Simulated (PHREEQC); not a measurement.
A solution holds 0.048 mol/kgw HF, 0.012 mol/kgw (NH4)2SiF6, 0.033 mol/kgw HBF4 and 0.00025 mol/kgw H2SO4, at 20 °C. Closed to the air; pH follows from the charge balance.

Equilibrium calculation in PHREEQC: ion-association model, wateq4f.dat.

```json
{
 "pH": "1.53",
 "ionic_strength": "0.0708 mol/kgw",
 "total_alkalinity": "-228 meq/kg"
}
```

```json
[
 {"species": "HF", "molality": "0.0377", "activity": "0.0384", "log γ": "0.007"},
 {"species": "H+", "molality": "0.0347", "activity": "0.0292", "log γ": "-0.075"},
 {"species": "BF4-", "molality": "0.0327", "activity": "0.0254", "log γ": "-0.111"},
 {"species": "NH4+", "molality": "0.0240", "activity": "0.0192", "log γ": "-0.096"},
 {"species": "SiF6-2", "molality": "0.0120", "activity": "0.00506", "log γ": "-0.375"},
 {"species": "H2F2", "molality": "0.00451", "activity": "0.00458", "log γ": "0.007"}
]
```

Precipitation was switched off in this run. Complexes and solids missing from the database can't appear. SiF6-2 is the database's only silicon fluoride. Real BF4- forms and hydrolyses slowly; the run takes it at equilibrium.
